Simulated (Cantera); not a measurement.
Input: 1 mol CuO, 1.9 mol CO, 0.85 mol N₂, equilibrated at 2250 K and 750 Torr.

Method: chemical equilibrium by Gibbs-energy minimisation in Cantera with the NASA 1993 tables (ideal gas, pure condensed phases). Candidate condensed phases: C, Cu, CuO, Cu₂O; 27 gas species. Equilibrium is a limit: real reactors are often held back by kinetics, nucleation or transport.

Base state: CO₂ 0.351, CO 0.316, N₂ 0.298, Cu 0.0337, Cu₂ 0.000293, NO 0.000177, O₂ 8.74e-5, O 3.45e-5 (mole fractions); condensed: Cu(l).

Question: What changes in the equilibrium state with this change: temperature from 2250 K to 2200 K?

Answer: 
```csv
species,before,after
CO₂,0.351,0.355
CO,0.316,0.320
N₂,0.298,0.302
Cu,0.0337,0.0232
O₂,8.74e-5,4.47e-5
CuO,2.71e-5,1.39e-5
O,3.45e-5,1.81e-5
Cu₂,0.000293,0.000177
"Cu(l), mol",0.902,0.934
```
